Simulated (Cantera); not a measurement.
Feed: 1 mol CH₃SiCl₃, 0.043 mol HCl, 820 mol H₂, held at 2.50 mbar.

These are equilibrium values from Cantera (NASA tables, ideal gas, pure condensed phases), not measurements of a reactor. Candidate condensed phases: C, C₆H₆, C₇H₈, C₈H₁₈, Si, SiC; 109 gas species. The feed counts by its element totals alone. Equilibrium is a limit: real reactors are often held back by kinetics, nucleation or transport. All values below are at 1777 °C.

Base state: H₂ 0.950, H 0.0442, HCl 0.00348, Si 0.00108, C₂H₂ (acetylene) 0.000554, Cl 0.000120, SiH 3.20e-5, SiC₂ 3.09e-5 (mole fractions); condensed: gas only.

**Question.** What changes in the equilibrium state with this change: pressure from 2.50 mbar to 4.60 mbar?

**Answer.** 
| species | before | after |
|---|---|---|
| H₂ | 0.950 | 0.962 |
| H | 0.0442 | 0.0328 |
| HCl | 0.00348 | 0.00353 |
| Si | 0.00108 | 0.00105 |
| Si₂C | 1.44e-5 | 2.49e-5 |
| Cl | 0.000120 | 8.92e-5 |
| SiH | 3.20e-5 | 4.24e-5 |
| SiC₂ | 3.09e-5 | 2.96e-5 |
